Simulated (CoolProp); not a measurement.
Computed with CoolProp (reference Helmholtz-energy equation of state, Schmidt 1985). Above 300 K oxygen's equation is extrapolated.

Problem. For oxygen, give the phase and the cp (kJ/(kg K)), cv (kJ/(kg K)), viscosity (µPa s), Prandtl number at 114.8 K and 1.56 bar; 586.7 K and 0.148 bar.

Solution. 
- 114.8 K and 1.56 bar: gas; cp 0.942, cv 0.657, viscosity 8.84, Prandtl number 0.788
- 586.7 K and 0.148 bar: gas; cp 0.999, cv 0.739, viscosity 34.2, Prandtl number 0.730

Viscosity comes from a separate model (Lemmon 2004). Thermal conductivity comes from a separate model (Lemmon 2004).
